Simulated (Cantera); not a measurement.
Input: 1 mol Si₃N₄, 9.6 mol O₂, equilibrated at 0.000490 bar.

Method: chemical equilibrium by Gibbs-energy minimisation in Cantera with the NASA 1993 tables (ideal gas, pure condensed phases). Candidate condensed phases: Si, SiO₂, Si₂N₂O, Si₃N₄; 16 gas species. The tables hold silica as quartz up to 1696 K and as liquid above; real silica turns to tridymite and cristobalite and melts near 1996 K. Equilibrium is a limit: real reactors are often held back by kinetics, nucleation or transport.

Task: At 1327 °C, list the 4 most abundant gas species with their mole fractions, and the condensed phases.

Result: O₂ 0.766, N₂ 0.231, NO 0.00200, O 0.000573. Condensed: SiO₂(β-quartz).
